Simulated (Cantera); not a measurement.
Predominance diagram of Pb at 975 K against the partial pressures of S2 and F2 (log10, bar). Source: NASA polynomial tables (part measured, part estimated), evaluated in Cantera. Candidates: Pb(l), PbF2(s), PbS(s). Only these pure phases compete in this equilibrium. 

**Question.** Which phase is stable at these pairs, and which metal-bearing vapour leads over it? (-9.1, -27.5); (-4.1, -25); (-16.7, -25); (-2.8, -30); (-6.6, -32.5); (-0.3, -30); (-9.1, -32.5)

**Answer.** 
```tsv
log p(S2)	log p(F2)	phase	chief vapour	log p (bar)
-9.1	-27.5	PbF2(s)	PbF4	-2.7
-4.1	-25	PbF2(s)	PbF4	-0.2
-16.7	-25	PbF2(s)	PbF4	-0.2
-2.8	-30	PbS(s)	PbS	-4.3
-6.6	-32.5	PbS(s)	PbS	-4.3
-0.3	-30	PbS(s)	PbS	-4.3
-9.1	-32.5	Pb(l)	PbS	-4.8
```
